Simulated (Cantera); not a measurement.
Standard-state values (1 bar) from the NASA 1993 polynomials, evaluated with Cantera. Values are per mole of reaction as written; species without (g) are pure solids or liquids, kept so even where they would boil at 1 bar.

Ni3S4 → 3 Ni + 4 S

| T (K) | ΔH° (kJ) | ΔS° (J/K) | ΔG° (kJ) | log10 K |
|---|---|---|---|---|
| 423 | 311.7 | 59.0 | 286.8 | -35.42 |
| 448 | [?] | [?] | [?] | [?] |
| 473 | [?] | [?] | [?] | [?] |
| 498 | 316.4 | 69.0 | 282.0 | -29.58 |
| 523 | 317.8 | 71.9 | 280.2 | -27.99 |
| 548 | 319.2 | 74.4 | 278.4 | -26.54 |
| 573 | 320.4 | 76.6 | 276.5 | -25.21 |
| 598 | 321.5 | 78.5 | 274.6 | -23.98 |

Question: Some entries are withheld; supply them.

Answer: 
- 448, ΔH° (kJ): 313.2
- 448, ΔS° (J/K): 62.3
- 448, ΔG° (kJ): 285.3
- 448, log10 K: -33.26
- 473, ΔH° (kJ): 314.8
- 473, ΔS° (J/K): 65.7
- 473, ΔG° (kJ): 283.7
- 473, log10 K: -31.33
